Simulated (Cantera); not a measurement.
Feed: 1 mol Si₃N₄, 0.0065 mol C, 0.92 mol H₂, equilibrated at 2000 K and 27.0 mbar.

Cantera equilibrium calculation (NASA polynomials, part measured and part estimated; ideal gas, pure solids and liquids). Candidate condensed phases: C, C₆H₆, C₇H₈, C₈H₁₈, Si, SiC, Si₃N₄; 105 gas species. Mutual solubility and eutectic melting of coexisting phases are not modelled. The tables' values for SiN are old estimates; treat these amounts as uncertain. Gases not in the tables: Si₂H₆ and higher silanes. Kinetics and transport are ignored.

Base state: N₂ 0.682, H₂ 0.311, H 0.00552, Si 0.00161, HCN 0.000372, SiH 0.000100, Si₂N 7.48e-5, SiN 5.70e-5 (mole fractions); condensed: Si(l) + SiC(s).

### Question
What changes in the equilibrium state with this change: temperature from 2000 K to 1948 K?

### Answer
```
species        before     after
-----------  --------  --------
N₂              0.682     0.683
H₂              0.311     0.312
H             0.00552   0.00384
Si            0.00161  0.000860
Si₂C          4.42e-5   1.88e-5
Si₂           1.67e-5   7.84e-6
HNC           2.11e-5   1.28e-5
SiH          0.000100   6.07e-5
SiN           5.70e-5   3.45e-5
Si(l), mol       2.99      2.99
SiC(s), mol   0.00521   0.00568
```
